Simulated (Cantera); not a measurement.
**Premixed flame**

A freely propagating, adiabatic, planar premixed flame of H2 : O2 : N2 = 1 : 0.833 : 3.13 (molar parts), equivalence ratio 0.60, unburnt at 450 K and 14000 Pa; unity-Lewis-number transport, grid criteria slope 0.08 and curve 0.16, no radiation.

Model: the H2/O2 subset of GRI-Mech 3.0, which has no nitrogen chemistry, integrated in Cantera. Unity Lewis numbers drop preferential diffusion, which matters most where H2 and H carry the flame. Burning velocities carry a grid error of a few per cent, more on coarse grids. Lean hydrogen flames are cellular in practice and burn faster than this planar one.

```
z (mm)  T (K)  u (m/s)     x H2    x O2       x O     x H2O    x HO2   x H2O2
------  -----  -------  -------  ------  --------  --------  -------  -------
-10.5     450     1.64    0.201   0.168     <1e-8   3.91e-8    <1e-8    <1e-8
-6.97     450     1.64    0.201   0.168     <1e-8   1.13e-6  2.30e-8    <1e-8
-5.23     450     1.64    0.201   0.168     <1e-8   8.78e-6  1.76e-7  1.16e-8
-3.48     451     1.64    0.201   0.168   5.96e-8  0.000104  2.06e-6  1.35e-7
-1.74     492     1.78    0.197   0.166   9.49e-6   0.00516  6.61e-5  3.43e-6
-0.871    700     2.51    0.168   0.153  0.000321    0.0349  4.76e-5  2.68e-6
0        1059     3.71   0.0785   0.113   0.00556     0.114  1.99e-5  1.01e-6
0.871    1289     4.44   0.0235  0.0847    0.0135     0.165  1.16e-5  1.23e-6
1.74     1407     4.80   0.0166  0.0789    0.0146     0.177  9.01e-6  9.47e-7
3.48     1535     5.19   0.0146  0.0764    0.0128     0.186  7.02e-6  5.56e-7
6.97     1662     5.57   0.0117  0.0745   0.00982     0.195  5.28e-6  2.87e-7
13.9     1773     5.89  0.00816  0.0734   0.00657     0.204  3.69e-6  1.53e-7
27.9     1858     6.13  0.00474  0.0730   0.00371     0.212  2.32e-6  8.80e-8
```
x: mole fraction of selected species; z is measured from the peak of heat release.

```yaml
laminar_burning_velocity: 164 cm/s
thermal_thickness: 3.48 mm
peak x(O): 0.0147
peak x(HO2): 7.66e-5
peak x(H2O2): 4.14e-6
grid_points: 114
```
